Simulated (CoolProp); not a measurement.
R142b along the isobar 716 kPa: density (kg/m³) from the reference equation and from simpler models built on Tc = 137.1 °C, pc = 4055 kPa, ω = 0.232; each cubic takes its own stable root.

Computed with CoolProp (reference Helmholtz-energy equation of state, Lemmon 2006). It is a short technical equation, of lower accuracy than the large ones.

```
T (°C)   phase  reference
------  ------  ---------
47.75   liquid       1051
69.05      gas      28.91
90.35      gas      26.42
111.65     gas      24.44
132.95     gas      22.81
154.25     gas      21.42
175.55     gas      20.22
196.85     gas      19.16
```

Q: How far does each simpler model (Redlich-Kwong, Peng-Robinson) lie from the reference over these 8 states: mean and median of the absolute difference, and the worst?

A: 
- Redlich-Kwong: mean 12.6 %, median 0.3 %, worst -97.0 % at 47.75 °C and 716 kPa
- Peng-Robinson: mean 0.5 %, median 0.6 %, worst +0.7 % at 47.75 °C and 716 kPa

At some of these states Redlich-Kwong gives the other phase, because its saturation line lies elsewhere.
